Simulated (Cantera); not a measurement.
Mixture: CO : H2 : O2 : N2 : CO2 = 1 : 0.042 : 0.306 : 1.65 : 0.28 (molar parts), equivalence ratio 1.7, at 750 Torr, adiabatic and at constant pressure. Ignition delay is the time to a rise of 400 K.

Model: GRI-Mech 3.0 (53 species, 325 reactions), integrated in Cantera. Where the delays flatten at high temperature, the 400 K rule measures the pace of heat release, not the induction time.

Predict: delay at 1225 K; delay at 1300 K; delay at 1375 K; delay at 1450 K; delay at 1525 K.


```json
{
 "delay at 1225 K": "0.215 ms",
 "delay at 1300 K": "0.178 ms",
 "delay at 1375 K": "0.159 ms",
 "delay at 1450 K": "0.151 ms",
 "delay at 1525 K": "0.150 ms"
}
```
